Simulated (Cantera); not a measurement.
Input: 1 mol Ca(OH)₂, 0.078 mol CO₂, equilibrated at 0.100 bar.

Cantera equilibrium calculation (NASA polynomials, part measured and part estimated; ideal gas, pure solids and liquids). Candidate condensed phases: C, C₆H₆, C₇H₈, C₈H₁₈, Ca, CaCO₃, CaO, Ca(OH)₂, H₂O; 115 gas species. The numbers say what is thermodynamically allowed, not how fast it happens. All values below are at 2125 K.

Base state: H₂O 0.888, CO₂ 0.0642, H₂ 0.0190, O₂ 0.0108, OH 0.00918, CO 0.00691, H 0.00158, O 0.000542 (mole fractions); condensed: CaO(s).

Problem. What changes in the equilibrium state with this change: pressure from 0.100 bar to 0.730 bar?

Solution. 
```
species        before     after
-----------  --------  --------
H₂O             0.888     0.907
CO₂            0.0642    0.0680
H₂             0.0190   0.00991
O₂             0.0108   0.00566
Ca(OH)₂      0.000226  0.000231
H             0.00158  0.000423
O            0.000542  0.000145
OH            0.00918   0.00480
CO            0.00691   0.00374
CaO(s), mol     1.000     1.000
```

Problem. What changes in the equilibrium state with this change: CO₂ from 0.078 to 2.2 mol?

Solution. 
```tsv
species	before	after
CO₂	0.0642	0.623
H₂O	0.888	0.296
CO	0.00691	0.0457
H₂	0.0190	0.00432
O₂	0.0108	0.0232
Ca(OH)₂	0.000226	7.53e-5
H	0.00158	0.000754
O	0.000542	0.000795
OH	0.00918	0.00642
CaO(s), mol	1.000	1.000
```
